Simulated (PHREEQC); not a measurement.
A solution holds 0.033 mol/kgw MnSO4, 4.5e-05 mol/kgw CaCl2, 0.0025 mol/kgw NaHCO3 and 0.26 mol/kgw NaCl, at 25 °C. Closed to the air; pH follows from the charge balance.

All values are PHREEQC results (ion-association model, phreeqc.dat), not measurements.

Precipitation was switched off in this run.

Order these S species by the share of S that they hold, largest first: MnSO4, SO4-2, NaSO4-.

SO4-2 (65 %), NaSO4- (20 %), MnSO4 (15 %)

The pH is 7.00 and the ionic strength 0.347 mol/kgw. Examples of supersaturated solids here: Rhodochrosite. Others may be too. Complexes and solids missing from the database can't appear.
